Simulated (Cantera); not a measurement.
Input: 1 mol SiH4, 1.7 mol NO, 0.38 mol H2, 21 mol H2O, held at 1823.15 K and 1.33 mbar.

Method: chemical equilibrium by Gibbs-energy minimisation in Cantera with the NASA 1993 tables (ideal gas, pure condensed phases). Candidate condensed phases: H2O, Si, SiO2, Si2N2O, Si3N4; 35 gas species. The tables hold silica as quartz up to 1696 K and as liquid above; real silica turns to tridymite and cristobalite and melts near 1996 K. Kinetics and transport are ignored.

Task: What is the equilibrium state?

Result: 
```json
{
 "x(H2O)": "0.849",
 "x(H2)": "0.109",
 "x(N2)": "0.0349",
 "x(H)": "0.00393",
 "x(OH)": "0.00212",
 "x(SiO)": "0.000331",
 "x(O2)": "0.000200",
 "x(O)": "5.86e-5",
 "x(NO)": "2.92e-5",
 "n(SiO2(condensed))": "0.992 mol",
 "gas_amount": "24.32 mol",
 "log10 activity of Si(l) (absent)": "-10.18"
}
```
